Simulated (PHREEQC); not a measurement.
A solution holds 0.012 mol Mn(NO3)2 per kg of water, at 12 °C. Closed to the air; pH follows from the charge balance.

Equilibrium calculation in PHREEQC: ion-association model, phreeqc.dat.

- pH: 6.62
- ionic strength: 0.0360 mol/kgw
- specific conductance: 1800 µS/cm

```csv
species,molality,activity,log γ
NO3-,0.0240,0.0199,-0.080
Mn+2,0.0120,0.00635,-0.276
Mn(NO3)2,1.03e-5,1.04e-5,0.004
H+,2.79e-7,2.43e-7,-0.061
MnOH+,2.62e-7,2.22e-7,-0.072
OH-,1.73e-8,1.44e-8,-0.078
```

No solid was allowed to form. Constants without temperature data keep their 25 °C values here.
